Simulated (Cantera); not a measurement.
# Thermodynamics of boron, boron nitride and boron oxide, feed B2O3 + O2 + N2

Charge: 1 mol B2O3, 9.9 mol O2, 2 mol N2, at 1750 °C and 30.8 Torr.

Cantera equilibrium calculation (NASA polynomials, part measured and part estimated; ideal gas, pure solids and liquids). Candidate condensed phases: B, BN, B2O3; 17 gas species. The numbers say what is thermodynamically allowed, not how fast it happens.

The x(O2) is 0.752, the x(N2) comes out as 0.151 and the x(B2O3) is 0.0665. The x(BO2) is 0.0209. The x(NO) is 0.00675, the x(O) is 0.00342 and the x(BO) comes out as 2.78e-5. The x(NO2) is 4.31e-6, the gas amount is 12.99 mol and the log10 activity of B(s) (absent) is -9.89.
